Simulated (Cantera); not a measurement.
Charge: 1 mol CaCO3, 1.3 mol CO2, equilibrated at 1873 K and 1.60 bar.

Cantera equilibrium calculation (NASA polynomials, part measured and part estimated; ideal gas, pure solids and liquids). Candidate condensed phases: C, Ca, CaCO3, CaO; 15 gas species. Equilibrium is a limit: real reactors are often held back by kinetics, nucleation or transport.

Base state: CO2 0.991, CO 0.00606, O2 0.00302, O 1.03e-5 (mole fractions); condensed: CaO(s).

Problem. What changes in the equilibrium state with this change: temperature from 1873 K to 1548 K?

Solution. 
```
species       before     after
-----------  -------  --------
CO2            0.991     0.999
CO           0.00606  0.000494
O2           0.00302  0.000247
O            1.03e-5   9.48e-8
CaO(s), mol     1.00      1.00
```
